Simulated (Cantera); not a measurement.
Low-pressure radical oxidation in H2/O2

A perfectly stirred reactor is fed with H2 : O2 = 0.04 : 0.2 (molar parts), equivalence ratio 0.10, at 10.00 Torr; it is held at 1250 K, and followed from long to short residence time.

Cantera simulation using the H2/O2 subset of GRI-Mech 3.0, which has no nitrogen chemistry; the numbers are that mechanism's predictions, not measurements. Radical loss at walls, strong at low pressure, is not modelled. The temperature is held fixed by assumption; the heat of reaction is taken as removed at once.

```tsv
τ (s)	x H2	x O2	x OH	x H	x O
2.7	0.000295	0.816	0.00187	0.000209	0.00188
0.97	0.000568	0.813	0.00263	0.000577	0.00368
0.36	0.00106	0.810	0.00363	0.00152	0.00698
0.13	0.00196	0.803	0.00499	0.00397	0.0131
0.047	0.00350	0.791	0.00667	0.00968	0.0236
0.017	0.00587	0.773	0.00848	0.0204	0.0381
0.0063	0.00915	0.755	0.0101	0.0338	0.0516
0.0023	0.0148	0.746	0.0115	0.0444	0.0570
0.00084	0.0268	0.750	0.0131	0.0485	0.0522
0.00031	0.0535	0.766	0.0137	0.0433	0.0390
```
x: mole fraction; the columns are a selection and need not sum to one.
